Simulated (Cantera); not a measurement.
Input (Python, Cantera) and output of one run.

```python
import numpy as np
import cantera as ct

gas_names = """
    AL ALCL ALCL2 ALCL3 ALN AL2 AL2CL6 CL CL2 N N2
""".split()
cond_names = """
    AL(cr) AL(L) ALCL3(s) ALCL3(L) ALN(s)
""".split()


# ... load() reads the species with a 1 bar reference pressure and builds the phases ...
atoms = {
    'AlCl3': {'AL': 1, 'CL': 3},
    'N2': {'N': 2},
}
top_T = {'ALN(s)': 2750}  # K; cautious upper limits of use, not melting points


# ... equilibrate(T, P, feed) seeds the gas with the atoms and calls Mixture.equilibrate('TP', solver="vcs", rtol=1e-11, max_steps=5000) ...
results = []
feed = {'AlCl3': 1, 'N2': 5.5}  # mol
P = 13332.2  # Pa
for T in [950, 1100, 1250, 1400, 1550, 1700, 1850]:
    mix = equilibrate(T, P, feed)
    results.append((T, P, feed, dict(zip(mix.species_names, mix.species_moles))))
    x = sorted(zip(gas.X, gas.species_names), reverse=True)
    print(f"T = {T:g} K  P = {P:g} Pa  gas = {mix.phase_moles(0):.4g} mol")
    print("   x: " + "  ".join(f"{s} {v:.3e}" for v, s in x if v > 0.001))
    print("   condensed (mol): " + ("  ".join(f"{mix.phase(i).name} {mix.phase_moles(i):.4g}"
          for i in range(1, mix.n_phases) if mix.phase_moles(i) > 1e-12) or "none"))
```

Output:

```
T = 950 K  P = 13332.2 Pa  gas = 6.496 mol
   x: N2 8.467e-01  ALCL3 1.527e-01
   condensed (mol): none
T = 1100 K  P = 13332.2 Pa  gas = 6.499 mol
   x: N2 8.462e-01  ALCL3 1.537e-01
   condensed (mol): none
T = 1250 K  P = 13332.2 Pa  gas = 6.5 mol
   x: N2 8.462e-01  ALCL3 1.538e-01
   condensed (mol): none
T = 1400 K  P = 13332.2 Pa  gas = 6.5 mol
   x: N2 8.461e-01  ALCL3 1.538e-01
   condensed (mol): none
T = 1550 K  P = 13332.2 Pa  gas = 6.502 mol
   x: N2 8.459e-01  ALCL3 1.535e-01
   condensed (mol): none
T = 1700 K  P = 13332.2 Pa  gas = 6.509 mol
   x: N2 8.449e-01  ALCL3 1.522e-01  CL 1.418e-03  ALCL2 1.337e-03
   condensed (mol): none
T = 1850 K  P = 13332.2 Pa  gas = 6.532 mol
   x: N2 8.420e-01  ALCL3 1.485e-01  CL 4.897e-03  ALCL2 4.271e-03
   condensed (mol): none
```

Equilibrium computed with Cantera from the NASA thermochemical tables; the gas is ideal and each condensed phase is pure. The tables' values for AlCl2 are old estimates; treat these amounts as uncertain.
